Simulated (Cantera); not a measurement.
**Hydrocarbon pyrolysis for carbon deposition**

An isothermal, constant-pressure homogeneous reactor starts with 2.00 % C2H6, 98.0 % N2, at 1000 K and 1.60 bar.

Detailed kinetics in Cantera: GRI-Mech 3.0 (53 species, 325 reactions). GRI-Mech 3.0 stops at C3 and has no aromatics, soot or wall deposition, so with more carbon than oxygen in the feed, carbon stays in small species such as C2H2 where larger ones or solid carbon would form.

| t (s) | x C2H6 | x C2H | x C2H2 | x H | x C2H4 | x CH2 |
|---|---|---|---|---|---|---|
| 3.00e-6 | 0.0200 | <1e-12 | <1e-12 | <1e-12 | <1e-12 | <1e-12 |
| 1.25e-5 | 0.0200 | <1e-12 | <1e-12 | <1e-12 | <1e-12 | <1e-12 |
| 5.19e-5 | 0.0200 | <1e-12 | <1e-12 | 1.92e-12 | 1.79e-11 | <1e-12 |
| 0.000216 | 0.0200 | <1e-12 | <1e-12 | 3.04e-11 | 1.16e-9 | <1e-12 |
| 0.000896 | 0.0200 | <1e-12 | <1e-12 | 3.60e-10 | 6.15e-8 | <1e-12 |
| 0.00373 | 0.0200 | <1e-12 | 8.53e-12 | 2.36e-9 | 1.98e-6 | <1e-12 |
| 0.0155 | 0.0200 | <1e-12 | 3.12e-9 | 9.25e-9 | 3.79e-5 | <1e-12 |
| 0.0644 | 0.0196 | <1e-12 | 3.04e-7 | 1.51e-8 | 0.000374 | <1e-12 |
| 0.268 | 0.0181 | <1e-12 | 6.47e-6 | 1.53e-8 | 0.00183 | <1e-12 |
| 1.11 | 0.0131 | <1e-12 | 6.68e-5 | 1.50e-8 | 0.00660 | <1e-12 |
| 4.63 | 0.00479 | <1e-12 | 0.000328 | 1.12e-8 | 0.0143 | <1e-12 |
| 19.2 | 0.00149 | <1e-12 | 0.000766 | 6.78e-9 | 0.0169 | <1e-12 |
| 80.0 | 0.00125 | <1e-12 | 0.00110 | 5.90e-9 | 0.0164 | <1e-12 |
x: mole fraction; the columns are a selection and need not sum to one.

Equilibrium at this temperature and pressure: C2H6 3.27e-5, C2H <1e-12, C2H2 0.00123, H 9.47e-11, C2H4 0.00277, CH2 <1e-12 (gas phase only).
